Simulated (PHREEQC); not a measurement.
A column of 0.5 m (40 cells, dispersivity 0.04 m, 60 s a shift, diffusion coefficient 3e-10 m²/s) holds 0.00043 eq of the database's cation exchanger X per kg of pore water, first in equilibrium with 0.0016 mol/kgw NH4Cl and 1e-05 mol/kgw HCl. It is flushed with 0.00044 mol/kgw (NH4)2SO4 and 1e-05 mol/kgw HCl, at 40 °C. Values are for the last cell. The system is closed to CO2. Nothing may precipitate in this run.

The series has 31 steps of pore volumes, from 0 to 3.013.

The numbers come from PHREEQC with the ion-association model, phreeqc.dat.

Question: After how many pore volumes does S at the outlet first reach half of its feed value?

Answer: By 1.0 pore volumes.

Away from 25 °C the constants follow the database's enthalpies or fits; those with neither stay at their 25 °C values.
